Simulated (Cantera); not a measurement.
A closed system holds: 1 mol HCl, 3.3 mol O2, 0.22 mol N2, held at 748.15 K and 99.0 bar.

Cantera equilibrium calculation (NASA polynomials, part measured and part estimated; ideal gas, pure solids and liquids). Candidate condensed phases: H2O, NH4Cl; 29 gas species. The ideal-gas law is rough above about 30 bar. Kinetics and transport are ignored.

Base state: O2 0.716, Cl2 0.107, H2O 0.107, N2 0.0513, HCl 0.0193, HOCl 1.37e-5 (mole fractions); condensed: gas only.

Q: What changes in the equilibrium state with this change: HCl replaced by HI?

A: 
```json
[
 {"species": "O2", "before": "0.716", "after": "0.714"},
 {"species": "H2O", "before": "0.107", "after": "0.117"},
 {"species": "I2", "before": "0", "after": "0.117"},
 {"species": "Cl2", "before": "0.107", "after": "0"},
 {"species": "HCl", "before": "0.0193", "after": "0"},
 {"species": "N2", "before": "0.0513", "after": "0.0515"},
 {"species": "I", "before": "0", "after": "8.56e-5"},
 {"species": "HOCl", "before": "1.37e-5", "after": "0"}
]
```
Further candidate phases: I2.
